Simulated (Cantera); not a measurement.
# Thermodynamics of oxide etching and cleaning by halides, feed SiO₂ + HCl + N₂ + SiCl₄

Charge: 1 mol SiO₂, 73 mol HCl, 16 mol N₂, 2.6 mol SiCl₄, at 1873.15 K.

Method: chemical equilibrium by Gibbs-energy minimisation in Cantera with the NASA 1993 tables (ideal gas, pure condensed phases). Candidate condensed phases: H₂O, NH₄Cl, Si, SiO₂, Si₂N₂O, Si₃N₄; 47 gas species. The tables' values for SiCl₃, SiCl are old estimates; treat these amounts as uncertain. The tables hold silica as quartz up to 1696 K and as liquid above; real silica turns to tridymite and cristobalite and melts near 1996 K. Rates play no part.

From 0.00750 Torr to 7.50 Torr nothing is condensed. From 75.0 Torr to 750 Torr the condensed part is SiO₂(condensed). The main Si-bearing gas is SiO at 0.00750 Torr and SiCl₄ at 750 Torr.

```json
[
 {"P (Pa)": "1", "x HCl": "0.444", "x Cl": "0.260", "x N₂": "0.140", "x H₂": "0.0700", "x H": "0.0540", "x SiCl₄": "6.69e-8", "x SiO": "0.0175", "x SiCl₂": "0.0122", "n SiO₂(condensed)": "0"},
 {"P (Pa)": "10", "x HCl": "0.609", "x Cl": "0.155", "x N₂": "0.152", "x H₂": "0.0370", "x H": "0.0124", "x SiCl₄": "2.91e-6", "x SiO": "0.0190", "x SiCl₂": "0.0149", "n SiO₂(condensed)": "0"},
 {"P (Pa)": "100", "x HCl": "0.695", "x Cl": "0.0968", "x N₂": "0.158", "x H₂": "0.0123", "x H": "0.00227", "x SiCl₄": "0.000111", "x SiO": "0.0198", "x SiCl₂": "0.0146", "n SiO₂(condensed)": "0"},
 {"P (Pa)": "1000", "x HCl": "0.731", "x Cl": "0.0675", "x N₂": "0.162", "x H₂": "0.00281", "x H": "0.000343", "x SiCl₄": "0.00318", "x SiO": "0.0202", "x SiCl₂": "0.00861", "n SiO₂(condensed)": "0"},
 {"P (Pa)": "10000", "x HCl": "0.774", "x Cl": "0.0233", "x N₂": "0.171", "x H₂": "0.00263", "x H": "0.000105", "x SiCl₄": "0.0164", "x SiO": "0.00226", "x SiCl₂": "0.00371", "n SiO₂(condensed)": "0.889"},
 {"P (Pa)": "100000", "x HCl": "0.787", "x Cl": "0.00802", "x N₂": "0.174", "x H₂": "0.00231", "x H": "3.10e-5", "x SiCl₄": "0.0249", "x SiO": "7.45e-5", "x SiCl₂": "0.000477", "n SiO₂(condensed)": "0.984"}
]
```
x: gas mole fraction; n: condensed amount in mol.
